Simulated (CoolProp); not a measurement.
Vapour pressure (MPa) of propylene: the reference equation beside estimates from Tc = 364.2 K, pc = 4.555 MPa, ω = 0.146.

Values from CoolProp's reference Helmholtz-energy equation of state, Lemmon 2013.

```
T (K)  reference  Lee-Kesler  van der Waals  Redlich-Kwong
-----  ---------  ----------  -------------  -------------
236.4     0.1619      0.1610         0.6140         0.2035
244.5     0.2228      0.2222         0.7350         0.2769
252.5     0.2987      0.2986         0.8691         0.3670
260.6     0.3939      0.3945          1.020         0.4780
268.7     0.5102      0.5116          1.187         0.6112
276.8     0.6503      0.6525          1.371         0.7687
284.9     0.8170      0.8199          1.573         0.9528
292.9      1.010       1.014          1.789          1.163
301        1.239       1.242          2.026          1.405
309.1      1.502       1.505          2.282          1.681
317.2      1.805       1.807          2.557          1.990
325.2      2.145       2.147          2.849          2.332
333.3      2.536       2.537          3.163          2.715
```

Absolute difference from the reference over all 13 rows, mean and median: Lee-Kesler 0.2 and 0.2 %, van der Waals 114.4 and 92.5 %, Redlich-Kwong 16.6 and 16.6 %.
